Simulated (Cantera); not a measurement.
Cantera run:

```python
import numpy as np
import cantera as ct

gas_names = """
    AL ALH ALO ALOH ALO2 ALO2H AL2 AL2O AL2O2 H HALO HO2 H2 H2O H2O2 O OH O2 O3
""".split()
cond_names = """
    AL(cr) AL(L) AL2O3(a) AL2O3(L) H2O(s) H2O(L)
""".split()


# ... load() reads the species with a 1 bar reference pressure and builds the phases ...
atoms = {
    'Al': {'AL': 1},
    'H2O': {'H': 2, 'O': 1},
    'H2': {'H': 2},
}
top_T = {}  # K; cautious upper limits of use, not melting points


# ... equilibrate(T, P, feed) seeds the gas with the atoms and calls Mixture.equilibrate('TP', solver="vcs", rtol=1e-11, max_steps=5000) ...
results = []
feed = {'Al': 1, 'H2O': 4.1, 'H2': 410}  # mol
T = 1300  # K
P = 10000  # Pa
mix = equilibrate(T, P, feed)
results.append((T, P, feed, dict(zip(mix.species_names, mix.species_moles))))
x = sorted(zip(gas.X, gas.species_names), reverse=True)
print(f"T = {T:g} K  P = {P:g} Pa  gas = {mix.phase_moles(0):.4g} mol")
print("   x: " + "  ".join(f"{s} {v:.3e}" for v, s in x if v > 0.0001))
print("   condensed (mol): " + ("  ".join(f"{mix.phase(i).name} {mix.phase_moles(i):.4g}"
      for i in range(1, mix.n_phases) if mix.phase_moles(i) > 1e-12) or "none"))
```

Result:

```
T = 1300 K  P = 10000 Pa  gas = 414.1 mol
   x: H2 9.937e-01  H2O 6.279e-03
   condensed (mol): AL2O3(a) 0.5
```

These are equilibrium values from Cantera (NASA tables, ideal gas, pure condensed phases), not measurements of a reactor.
